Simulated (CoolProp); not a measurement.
A single-stage vapour-compression cycle with the fluid: evaporating at 237.15 K (dew point), condensing at 296.15 K (bubble point), superheat 10 K, subcooling 8 K, compressor efficiency 0.75, no pressure losses. The same conditions are run with several fluids, on thermodynamics alone (safety and materials aside).

The numbers come from the reference Helmholtz-energy equation of state of each fluid (hydrogen sulfide: Lemmon 2006; hydrogen chloride: Thol 2018; n-butane: Bücker 2006; R22: Kamei 1995; R1336mzz(E): Akasaka 2023; trans-2-butene: Lemmon 2005) in CoolProp.

```
fluid              cooling COP  pressure ratio  discharge temperature (K)  refrigerating effect (kJ/kg)  volumetric capacity (kJ/m³)
-----------------  -----------  --------------  -------------------------  ----------------------------  ---------------------------
hydrogen sulfide          2.35            6.36                      430.5                           421                         2200
hydrogen chloride         2.11            5.14                      430.1                           293                         5130
n-butane                  2.55            11.0                      325.9                           314                          187
R22                       2.45            7.83                      366.5                           178                          982
R1336mzz(E)               2.44            16.1                      313.5                           121                          109
trans-2-butene            2.58            11.4                      336.7                           340                          180
```
